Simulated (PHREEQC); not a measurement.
Consider water at 25 °C with 0.001 mol/kgw HF, 0.0019 mol/kgw NaF and 0.057 mol/kgw H2SiF6. Closed to the air; pH follows from the charge balance.

All values are PHREEQC results (ion-association model, wateq4f.dat), not measurements.

Each row changes one thing in this solution. Precipitation was switched off in this run.

```csv
case,pH,ionic strength (mol/kgw),HF (mol/kgw),H4SiO4 (mol/kgw),H2F2 (mol/kgw),F- (mol/kgw),SI of SiO2(a) (SiO2)
as made,1.05,0.168,0.00935,0.00117,0.000237,0.000102,-0.20
HF from 0.001 to 0.0002 mol/kgw,1.05,0.167,0.00921,0.00128,0.000230,0.000100,-0.16
diluted 5-fold with water,1.74,0.0320,0.00504,0.000804,6.68e-5,0.000220,-0.38
NaF left out,1.05,0.167,0.00907,0.00144,0.000223,9.73e-5,-0.11
0.083 mol/kgw NH4BF4 added,1.06,0.252,0.0139,8.03e-5,0.000532,0.000165,-1.35
temperature from 25 to 80 °C,1.10,0.152,0.0399,0.00636,0.000490,0.000168,+0.15
```

Some of these states are supersaturated (in Quartz (slow to form), Chalcedony (slow to form), SiO2(a), for instance). At this temperature some constants are extrapolated from 25 °C, and those without enthalpy data are left unchanged. SiF6-2 is the database's only silicon fluoride. Real BF4- forms and hydrolyses slowly; the run takes it at equilibrium.
